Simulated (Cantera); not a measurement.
A closed system holds: 1 mol AlN, 0.63 mol H2, at 1800 °C and 1 atm.

These are equilibrium values from Cantera (NASA tables, ideal gas, pure condensed phases), not measurements of a reactor. Candidate condensed phases: Al, AlN; 13 gas species. Rates play no part.

Base state: H2 0.993, H 0.00261, Al 0.00212, N2 0.00131, AlH 0.000508 (mole fractions); condensed: AlN(s).

Task: What changes in the equilibrium state with this change: AlN replaced by Al2O3?

Result: 
| species | before | after |
|---|---|---|
| H2 | 0.993 | 0.997 |
| H | 0.00261 | 0.00261 |
| H2O | 0 | 0.000203 |
| Al | 0.00212 | 6.78e-5 |
| N2 | 0.00131 | 0 |
| Al2O | 0 | 3.53e-5 |
| AlOH | 0 | 1.18e-5 |
| AlN(s), mol | 0.998 | 0 |
| Al2O3(s), mol | 0 | 1.000 |
The tables' values for AlOH are old estimates; treat these amounts as uncertain. Further candidate phases: Al2O3, H2O.
